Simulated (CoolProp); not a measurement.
Values from CoolProp's reference Helmholtz-energy equation of state, Thol 2016.

Question: For R1234ze(E), give the phase and the cp (kJ/(kg K)), viscosity (µPa s) at 420 K and 0.0182 MPa; 420 K and 0.0575 MPa; 420 K and 0.182 MPa.

Answer: 
- 420 K and 0.0182 MPa: gas; cp 1.06, viscosity 17.3
- 420 K and 0.0575 MPa: gas; cp 1.06, viscosity 17.3
- 420 K and 0.182 MPa: gas; cp 1.06, viscosity 17.3

Viscosity comes from a separate model (Bell 2016), an estimate that may be off by 10 % or more.
